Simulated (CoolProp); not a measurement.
Vapour-liquid equilibrium of R125 (1) + cyclopropane (2) at 0.725 MPa; x and y are mole fractions of (1).

Computed with CoolProp (multi-fluid Helmholtz-energy mixture model, Lemmon 2005 and Polt 1992; pair parameters Bell 2016). This equation is an older, rougher fit; its heat capacities, sound speeds and derivatives of the liquid may be far off and weren't checked against measurements.

```
x     bubble temperature (K)  y at the bubble point  dew temperature at overall composition x (K)  liquid density (mol/L)
----  ----------------------  ---------------------  --------------------------------------------  ----------------------
0.05                   291.3                  0.191                                           ___                   14.60
0.2                      ___                  0.454                                         291.0                   14.00
0.35                   277.1                  0.558                                         285.2                   13.28
0.5                    275.3                  0.626                                           ___                   12.61
0.65                   274.2                  0.696                                         274.8                   12.02
0.8                    274.0                  0.791                                         274.0                     ___
0.95                   274.9                  0.935                                           ___                     ___
```

**Question.** Some entries are withheld; supply them.

**Answer.** 
- 0.05, dew temperature at overall composition x (K): 296.4
- 0.2, bubble temperature (K): 281.0
- 0.5, dew temperature at overall composition x (K): 279.2
- 0.8, liquid density (mol/L): 11.51
- 0.95, dew temperature at overall composition x (K): 275.1
- 0.95, liquid density (mol/L): 11.05

y crosses x between x = 0.65 and 0.8: the model has an azeotrope there.

The pair parameters rest on a limited set of measurements; away from them the model extrapolates.
